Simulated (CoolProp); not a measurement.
Vapour pressure (bar) of R1234ze(E): the reference equation beside estimates from Tc = 382.5 K, pc = 36.35 bar, ω = 0.313.

The numbers come from the reference Helmholtz-energy equation of state, Thol 2016 in CoolProp.

```json
[
 {"T (K)": "210.7", "reference": "?", "Lee-Kesler": "?", "Redlich-Kwong": "?"},
 {"T (K)": "232", "reference": "?", "Lee-Kesler": "0.3377", "Redlich-Kwong": "0.8329"},
 {"T (K)": "253.3", "reference": "0.9751", "Lee-Kesler": "0.9680", "Redlich-Kwong": "1.954"},
 {"T (K)": "274.6", "reference": "?", "Lee-Kesler": "?", "Redlich-Kwong": "3.918"},
 {"T (K)": "295.8", "reference": "4.640", "Lee-Kesler": "4.671", "Redlich-Kwong": "6.987"},
 {"T (K)": "317.1", "reference": "8.522", "Lee-Kesler": "8.572", "Redlich-Kwong": "11.45"},
 {"T (K)": "338.4", "reference": "14.45", "Lee-Kesler": "14.49", "Redlich-Kwong": "17.55"},
 {"T (K)": "359.7", "reference": "23.05", "Lee-Kesler": "23.09", "Redlich-Kwong": "25.52"}
]
```

Problem. Fill in the missing entries.

Solution. 
- 210.7, reference: 0.09469
- 210.7, Lee-Kesler: 0.09100
- 210.7, Redlich-Kwong: 0.2856
- 232, reference: 0.3454
- 274.6, reference: 2.284
- 274.6, Lee-Kesler: 2.290

Absolute difference from the reference over all 8 rows, mean and median: Lee-Kesler 1.1 and 0.6 %, Redlich-Kwong 79.0 and 61.1 %.
